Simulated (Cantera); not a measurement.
A perfectly stirred reactor is fed with 29.8 % H₂, 38.8 % O₂, 31.4 % N₂, equivalence ratio 0.39, at 0.987 atm; it is held at 1073 K, and followed from long to short residence time.

Computed with Cantera and GRI-Mech 3.0 (53 species, 325 reactions). The temperature is held fixed by assumption; the heat of reaction is taken as removed at once.

Q: Predict: x(H₂) at τ = 20.0 s; x(O₂) at τ = 20.0 s; x(OH) at τ = 20.0 s; x(HO₂) at τ = 20.0 s; x(H₂) at τ = 52.0 ms; x(O₂) at τ = 52.0 ms; x(OH) at τ = 52.0 ms; x(HO₂) at τ = 52.0 ms.

A: 
```
Quantity                  Value
---------------------  --------
x(H₂) at τ = 20.0 s    0.000805
x(O₂) at τ = 20.0 s       0.280
x(OH) at τ = 20.0 s     1.19e-6
x(HO₂) at τ = 20.0 s    1.44e-5
x(H₂) at τ = 52.0 ms     0.0410
x(O₂) at τ = 52.0 ms      0.295
x(OH) at τ = 52.0 ms    7.23e-6
x(HO₂) at τ = 52.0 ms  0.000226
```
